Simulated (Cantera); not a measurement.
A closed system holds: 1 mol SiC, 0.0052 mol H₂O, 56 mol N₂, at 1 atm.

Method: chemical equilibrium by Gibbs-energy minimisation in Cantera with the NASA 1993 tables (ideal gas, pure condensed phases). Candidate condensed phases: C, C₆H₆, C₇H₈, C₈H₁₈, H₂O, Si, SiC, SiO₂, Si₂N₂O, Si₃N₄; 151 gas species. N₂ is the only nitrogen source here; it is nearly inert below about 1500 K, so the nitride shown seldom forms there in practice. Mutual solubility and eutectic melting of coexisting phases are not modelled. Kinetics and transport are ignored.

x: gas mole fraction; n: condensed amount in mol.

```csv
T (°C),x N₂,x H₂,x CO,x HCN,x SiO,x H,x Si,n C(graphite),n Si₂N₂O(s),n Si₃N₄(s),n SiC(s)
750,1.000,9.39e-5,3.98e-10,7.21e-8,<1e-12,3.99e-11,<1e-12,1.000,0.00520,0.330,0
825,1.000,9.39e-5,5.68e-9,2.10e-7,<1e-12,2.38e-10,<1e-12,1.000,0.00520,0.330,0
900,1.000,9.37e-5,5.73e-8,5.31e-7,<1e-12,1.13e-9,<1e-12,1.000,0.00520,0.330,0
975,1.000,9.34e-5,…,…,…,…,<1e-12,1.000,0.00518,0.330,0
1050,1.000,9.27e-5,2.63e-6,2.47e-6,6.17e-11,1.52e-8,<1e-12,1.000,0.00505,0.330,0
1125,1.000,9.16e-5,…,…,…,…,<1e-12,0.999,…,0.330,0
1200,1.000,8.97e-5,5.45e-5,8.25e-6,1.32e-8,1.19e-7,4.89e-12,0.997,0.00218,0.332,0
1275,1.000,8.68e-5,9.39e-5,1.37e-5,6.11e-8,2.85e-7,7.49e-11,0.994,0,0.333,0
1350,1.000,8.27e-5,9.38e-5,2.14e-5,1.50e-7,6.24e-7,8.88e-10,0.994,0,0.333,0
1425,1.000,7.70e-5,9.36e-5,3.18e-5,3.37e-7,1.26e-6,8.43e-9,0.993,0,0.333,0
1500,1.000,7.53e-5,9.18e-5,3.16e-5,1.03e-6,2.45e-6,6.60e-8,0,0,0.00231,0.993
1575,1.000,7.57e-5,8.97e-5,2.85e-5,3.16e-6,4.58e-6,4.35e-7,0,0,0.00216,0.993
1650,1.000,7.52e-5,8.43e-5,2.58e-5,8.53e-6,8.12e-6,2.47e-6,0,0,0.00186,0.994
1725,1.000,7.36e-5,7.33e-5,2.34e-5,1.96e-5,1.37e-5,1.23e-5,0,0,0.00112,0.994
```

### Question
Some entries are withheld; supply them.

### Answer

- 1125, x CO: 1.30e-5
- 1125, x HCN: 4.67e-6
- 1125, x SiO: 1.04e-9
- 1125, x H: 4.50e-8
- 1125, n Si₂N₂O(s): 0.00448
- 975, x CO: 4.36e-7
- 975, x HCN: 1.20e-6
- 975, x SiO: 2.57e-12
- 975, x H: 4.48e-9
